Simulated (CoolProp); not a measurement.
Saturation properties of oxygen (Tc = 154.6 K, pc = 50.46 bar, ω = 0.022).

The numbers come from the reference Helmholtz-energy equation of state, Schmidt 1985 in CoolProp.

```json
[
 {"T (K)": "69.6", "p (bar)": "0.05820", "liquid density (kg/m³)": "1239", "enthalpy of vaporisation (kJ/kg)": "230.8", "surface tension (mN/m)": "18.5", "liquid viscosity (µPa s)": "378"},
 {"T (K)": "75", "p (bar)": "0.1455", "liquid density (kg/m³)": "1214", "enthalpy of vaporisation (kJ/kg)": "226.5", "surface tension (mN/m)": "17.0", "liquid viscosity (µPa s)": "309"},
 {"T (K)": "80.4", "p (bar)": "(withheld)", "liquid density (kg/m³)": "1189", "enthalpy of vaporisation (kJ/kg)": "(withheld)", "surface tension (mN/m)": "15.6", "liquid viscosity (µPa s)": "258"},
 {"T (K)": "85.8", "p (bar)": "0.6244", "liquid density (kg/m³)": "(withheld)", "enthalpy of vaporisation (kJ/kg)": "217.2", "surface tension (mN/m)": "14.3", "liquid viscosity (µPa s)": "220"},
 {"T (K)": "91.3", "p (bar)": "1.136", "liquid density (kg/m³)": "1136", "enthalpy of vaporisation (kJ/kg)": "212.0", "surface tension (mN/m)": "(withheld)", "liquid viscosity (µPa s)": "189"},
 {"T (K)": "96.7", "p (bar)": "1.906", "liquid density (kg/m³)": "(withheld)", "enthalpy of vaporisation (kJ/kg)": "206.3", "surface tension (mN/m)": "11.5", "liquid viscosity (µPa s)": "165"},
 {"T (K)": "102.1", "p (bar)": "3.018", "liquid density (kg/m³)": "1080", "enthalpy of vaporisation (kJ/kg)": "200.1", "surface tension (mN/m)": "10.2", "liquid viscosity (µPa s)": "145"},
 {"T (K)": "107.5", "p (bar)": "(withheld)", "liquid density (kg/m³)": "1050", "enthalpy of vaporisation (kJ/kg)": "193.2", "surface tension (mN/m)": "8.96", "liquid viscosity (µPa s)": "128"},
 {"T (K)": "112.9", "p (bar)": "6.602", "liquid density (kg/m³)": "1018", "enthalpy of vaporisation (kJ/kg)": "185.4", "surface tension (mN/m)": "7.72", "liquid viscosity (µPa s)": "114"},
 {"T (K)": "118.3", "p (bar)": "9.250", "liquid density (kg/m³)": "984.9", "enthalpy of vaporisation (kJ/kg)": "176.7", "surface tension (mN/m)": "6.51", "liquid viscosity (µPa s)": "101"}
]
```

Q: What belongs in the gaps?

A: 
- 80.4, p (bar): 0.3179
- 80.4, enthalpy of vaporisation (kJ/kg): 222.0
- 85.8, liquid density (kg/m³): 1163
- 91.3, surface tension (mN/m): 12.9
- 96.7, liquid density (kg/m³): 1108
- 107.5, p (bar): 4.555

It boils at 90.2 K under 1 atm.

Viscosity comes from a separate model (Lemmon 2004). Surface tension comes from a separate correlation (Mulero 2012).
